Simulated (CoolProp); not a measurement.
Computed with CoolProp (reference Helmholtz-energy equation of state, Lemmon 2006). It is a short technical equation, of lower accuracy than the large ones.

**Question.** For isopentane, give the phase and the density (kg/m³) at 500 K and 4.22 MPa; 500 K and 11.3 MPa; 500 K and 12.7 MPa.

**Answer.** 
- 500 K and 4.22 MPa: supercritical; density 127
- 500 K and 11.3 MPa: supercritical; density 395
- 500 K and 12.7 MPa: supercritical; density 408
